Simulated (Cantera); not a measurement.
**Thermodynamics of boron, boron nitride and boron oxide, feed B₂O₃ + H₂**

A closed system holds: 1 mol B₂O₃, 140 mol H₂, equilibrated at 69.8 Torr.

Equilibrium computed with Cantera from the NASA thermochemical tables; the gas is ideal and each condensed phase is pure. Candidate condensed phases: B, B₂O₃, B₃O₃H₃, H₂O; 23 gas species. The numbers say what is thermodynamically allowed, not how fast it happens.

```tsv
T (K)	x H₂	x HBO	x HBO₂	x B₂O₃	x H₂O	x H	x B₂O₂	n B₂O₃(l)
823	1.00	5.44e-10	3.60e-10	<1e-12	1.58e-7	2.41e-11	<1e-12	1.000
923	1.000	2.52e-8	1.36e-8	<1e-12	8.38e-7	8.02e-10	<1e-12	1.000
1023	1.000	5.37e-7	2.45e-7	1.06e-10	3.16e-6	1.36e-8	1.47e-11	1.000
1123	1.000	6.39e-6	2.62e-6	6.65e-9	9.70e-6	1.40e-7	1.21e-9	0.998
1223	1.000	4.70e-5	1.98e-5	2.07e-7	2.77e-5	9.86e-7	4.17e-8	0.993
1323	1.000	0.000235	0.000117	3.74e-6	7.79e-5	5.20e-6	7.11e-7	0.972
1423	0.998	0.000896	0.000549	4.41e-5	0.000202	2.18e-5	7.47e-6	0.889
1523	0.994	0.00283	0.00208	0.000371	0.000458	7.56e-5	5.67e-5	0.592
1623	0.986	0.00611	0.00485	0.00137	0.000865	0.000225	0.000208	0
```
x: gas mole fraction; n: condensed amount in mol.

From 823 K to 1523 K the condensed part is B₂O₃(l). At 1623 K nothing is condensed. The main B-bearing gas is B₃O₃H₃ at 823 K and HBO at 1623 K.
